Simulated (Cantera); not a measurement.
An adiabatic, constant-pressure homogeneous reactor starts with CH₃OH : O₂ : N₂ : H₂O = 1 : 1 : 11 : 3.5 (molar parts), equivalence ratio 1.5, at 1475 K and 7.01 atm. Integrator tolerance rtol = 1e-08.

Computed with Cantera and GRI-Mech 3.0 (53 species, 325 reactions). GRI-Mech 3.0 was tuned for natural gas; its chemistry of methanol as a main component is partial and can be far from experiment.

**Question.** What does this change do: pressure from 7.01 atm to 4.93 atm?

**Answer.** 
| quantity | before | after |
|---|---|---|
| time of steepest temperature rise | 49.3 µs | 65.5 µs |
| temperature at 0.100 s | 2062 K | 2061 K |
| equilibrium temperature | 2061 K | 2061 K |
| x(CH₃OH) at 0.100 s | <1e-12 (gas-phase equilibrium <1e-12) | <1e-12 (gas-phase equilibrium <1e-12) |
| x(O₂) at 0.100 s | 1.81e-6 (gas-phase equilibrium 1.80e-6) | 2.55e-6 (gas-phase equilibrium 2.55e-6) |
| x(H₂O) at 0.100 s | 0.279 (gas-phase equilibrium 0.279) | 0.279 (gas-phase equilibrium 0.279) |
| x(N₂O) at 0.100 s | 2.98e-9 (gas-phase equilibrium 3.16e-9) | 2.95e-9 (gas-phase equilibrium 3.15e-9) |
| x(OH) at 0.100 s | 0.000152 (gas-phase equilibrium 0.000152) | 0.000181 (gas-phase equilibrium 0.000181) |
| x(C₂H) at 0.100 s | <1e-12 (gas-phase equilibrium <1e-12) | <1e-12 (gas-phase equilibrium <1e-12) |
| x(NO₂) at 0.100 s | 1.42e-10 (gas-phase equilibrium 2.89e-10) | 1.47e-10 (gas-phase equilibrium 3.42e-10) |

**Question.** What does this change do: 1.1 parts H2 added?

**Answer.** 
| quantity | before | after |
|---|---|---|
| time of steepest temperature rise | 49.3 µs | 42.3 µs |
| temperature at 0.100 s | 2062 K | 2027 K |
| equilibrium temperature | 2061 K | 2027 K |
| x(CH₃OH) at 0.100 s | <1e-12 (gas-phase equilibrium <1e-12) | <1e-12 (gas-phase equilibrium <1e-12) |
| x(O₂) at 0.100 s | 1.81e-6 (gas-phase equilibrium 1.80e-6) | 1.98e-7 (gas-phase equilibrium 1.98e-7) |
| x(H₂O) at 0.100 s | 0.279 (gas-phase equilibrium 0.279) | 0.273 (gas-phase equilibrium 0.273) |
| x(N₂O) at 0.100 s | 2.98e-9 (gas-phase equilibrium 3.16e-9) | 8.43e-10 (gas-phase equilibrium 9.01e-10) |
| x(OH) at 0.100 s | 0.000152 (gas-phase equilibrium 0.000152) | 7.36e-5 (gas-phase equilibrium 7.36e-5) |
| x(C₂H) at 0.100 s | <1e-12 (gas-phase equilibrium <1e-12) | <1e-12 (gas-phase equilibrium <1e-12) |
| x(NO₂) at 0.100 s | 1.42e-10 (gas-phase equilibrium 2.89e-10) | 1.52e-11 (gas-phase equilibrium 2.97e-11) |
